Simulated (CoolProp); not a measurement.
Nitrogen along the isotherm 212.1 K: Z from the reference equation and from simpler models built on Tc = 126.2 K, pc = 33.96 bar, ω = 0.037; each cubic takes its own stable root.

Values from CoolProp's reference Helmholtz-energy equation of state, Span 2000.

```
p (bar)          phase  reference  van der Waals  Redlich-Kwong  Soave-Redlich-Kwong
-------  -------------  ---------  -------------  -------------  -------------------
0.537              gas     0.9991         0.9988         0.9990               0.9991
0.955              gas     0.9984         0.9979         0.9982               0.9984
1.7                gas     0.9971         0.9962         0.9967               0.9972
3.02               gas     0.9949         0.9933         0.9942               0.9951
5.37               gas     0.9909         0.9881         0.9898               0.9914
9.55               gas     0.9840         0.9789         0.9820               0.9849
17                 gas     0.9720         0.9626         0.9686               0.9737
30.2               gas     0.9518              …         0.9463               0.9555
53.7     supercritical     0.9204              …         0.9124                    …
95.5     supercritical     0.8853         0.8309         0.8768               0.9045
170      supercritical          …         0.8826         0.8978               0.9331
```

Task: Complete the blanks.

Result: 
- 30.2, van der Waals: 0.9340
- 53.7, van der Waals: 0.8866
- 53.7, Soave-Redlich-Kwong: 0.9289
- 170, reference: 0.9035
